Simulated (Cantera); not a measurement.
Input: 1 mol SiF4, 6.8 mol NO, 8.5 mol H2, 5.6 mol N2O, equilibrated at 1475 °C and 3.10 mbar.

Method: chemical equilibrium by Gibbs-energy minimisation in Cantera with the NASA 1993 tables (ideal gas, pure condensed phases). Candidate condensed phases: H2O, Si, SiO2, Si2N2O, Si3N4; 58 gas species. The tables hold silica as quartz up to 1696 K and as liquid above; real silica turns to tridymite and cristobalite and melts near 1996 K. Equilibrium is a limit: real reactors are often held back by kinetics, nucleation or transport.

Q: What is the equilibrium state?

A: 
```
Property                              Value
--------------------------------  ---------
x(N2)                                 0.418
x(H2O)                                0.301
x(HF)                                 0.186
x(O2)                                0.0893
x(OH)                               0.00296
x(NO)                               0.00165
x(H2)                              0.000591
x(O)                               0.000394
x(H)                                9.97e-5
n(SiO2(condensed))                1.000 mol
gas amount                        21.48 mol
log10 activity of Si(l) (absent)     -14.36
```
